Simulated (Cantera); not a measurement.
An adiabatic, constant-pressure homogeneous reactor starts with 17.1 % CH4, 3.59 % CO, 15.6 % O2, 58.8 % N2, 4.95 % H2O, at 1100 K and 26.6 atm.

Model: GRI-Mech 3.0 (53 species, 325 reactions), integrated in Cantera. The pressure lies above the range GRI-Mech 3.0 was tuned for (to about 10 atm).

Task: Predict: time of steepest temperature rise; temperature at 1.00 s; equilibrium temperature; x(CH4) at 1.00 s; x(CO) at 1.00 s; x(O2) at 1.00 s; x(H) at 1.00 s; x(H2O) at 1.00 s; x(H2) at 1.00 s.

Result: 
```
Quantity                                                               Value
---------------------------------  -----------------------------------------
time of steepest temperature rise                                    16.5 ms
temperature at 1.00 s                                                 2017 K
equilibrium temperature                                               2017 K
x(CH4) at 1.00 s                     2.26e-7 (gas-phase equilibrium 2.46e-7)
x(CO) at 1.00 s                          0.151 (gas-phase equilibrium 0.151)
x(O2) at 1.00 s                      2.10e-9 (gas-phase equilibrium 2.10e-9)
x(H) at 1.00 s                     0.000155 (gas-phase equilibrium 0.000155)
x(H2O) at 1.00 s                         0.138 (gas-phase equilibrium 0.138)
x(H2) at 1.00 s                          0.192 (gas-phase equilibrium 0.192)
```
